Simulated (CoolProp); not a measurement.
Vapour-liquid equilibrium of acetone (1) + cyclohexane (2) at 7.36 bar; x and y are mole fractions of (1).

Model: multi-fluid Helmholtz-energy mixture model, Lemmon 2006 and Zhou 2014; pair parameters Bell 2016, in CoolProp.

```
x     bubble temperature (K)  y at the bubble point  dew temperature at overall composition x (K)  liquid density (mol/L)
----  ----------------------  ---------------------  --------------------------------------------  ----------------------
0.05                   428.1                  0.185                                         435.4                   7.641
0.15                   416.3                  0.390                                         430.0                   7.973
0.25                   410.0                  0.496                                         424.4                   8.257
0.35                   406.4                  0.563                                         418.6                   8.540
0.45                   404.0                  0.615                                         412.7                   8.842
0.55                   402.4                  0.662                                         407.0                   9.178
0.65                   401.2                  0.712                                         402.8                   9.556
0.75                   400.6                  0.770                                         400.7                   9.979
0.85                   400.5                  0.843                                         400.5                   10.45
0.95                   401.2                  0.939                                         401.3                   10.97
```

y crosses x between x = 0.75 and 0.85: the model has an azeotrope there.

Pair parameters are fitted to limited data, so mixtures are less certain than the pure fluids.
